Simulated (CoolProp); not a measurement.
Vapour-liquid equilibrium of n-pentane (1) + acetone (2) at 363.7 K; x and y are mole fractions of (1).

Model: multi-fluid Helmholtz-energy mixture model, Thol 2019 and Lemmon 2006; pair parameters Bell 2016, in CoolProp.

| x | bubble pressure, mixture model (kPa) | bubble pressure, Raoult's law (kPa) | y, mixture model | y, Raoult's law |
|---|---|---|---|---|
| 0.05 | 343.8 | 299.3 | 0.182 | 0.080 |
| 0.125 | 404.7 | 313.3 | 0.339 | 0.190 |
| 0.2 | 447.6 | 327.3 | 0.432 | 0.291 |
| 0.275 | 477.8 | 341.3 | 0.494 | 0.384 |
| 0.35 | 499.1 | 355.4 | 0.540 | 0.470 |
| 0.425 | 514.3 | 369.4 | 0.577 | 0.549 |
| 0.5 | 525.1 | 383.4 | 0.610 | 0.622 |
| 0.575 | 532.5 | 397.4 | 0.642 | 0.690 |
| 0.65 | 536.8 | 411.4 | 0.675 | 0.753 |
| 0.725 | 537.5 | 425.4 | 0.714 | 0.813 |
| 0.8 | 533.4 | 439.4 | 0.762 | 0.868 |
| 0.875 | 522.2 | 453.4 | 0.825 | 0.920 |
| 0.95 | 500.3 | 467.5 | 0.915 | 0.969 |

The largest gap from Raoult's law is +40.4 % in bubble pressure, at x = 0.35. y crosses x between x = 0.65 and 0.725: the model has an azeotrope there.

The pair parameters rest on a limited set of measurements; away from them the model extrapolates.
